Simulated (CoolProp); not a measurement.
Saturation properties of isobutene (Tc = 418.1 K, pc = 4016 kPa, ω = 0.193).

Model: reference Helmholtz-energy equation of state, Lemmon 2005, in CoolProp. It is a short technical equation, of lower accuracy than the large ones.

```
T (K)     p (kPa)  liquid density (kg/m³)  enthalpy of vaporisation (kJ/kg)  liquid cp (kJ/(kg K))  vapour Z
-----  ----------  ----------------------  --------------------------------  ---------------------  --------
256.2       67.46                   637.7                        (withheld)                  2.183    0.9675
261.6       84.51                   631.6                             395.9                  2.205    0.9621
267         104.8                   625.5                             390.8             (withheld)    0.9563
272.4       128.6                   619.3                             385.6                  2.251    0.9498
277.9  (withheld)                   612.9                             380.2                  2.276    0.9427
283.3       189.4                   606.5                             374.7                  2.301    0.9350
288.7       226.6                   600.1                             369.1                  2.328    0.9267
294.1       269.2                   593.5                             363.3                  2.356    0.9178
299.6  (withheld)                   586.6                             357.3                  2.386    0.9081
```

Q: Complete the blanks.

A: 
- 256.2, enthalpy of vaporisation (kJ/kg): 400.9
- 267, liquid cp (kJ/(kg K)): 2.228
- 277.9, p (kPa): 157.0
- 299.6, p (kPa): 318.6

It boils at 266.1 K under 1 atm.
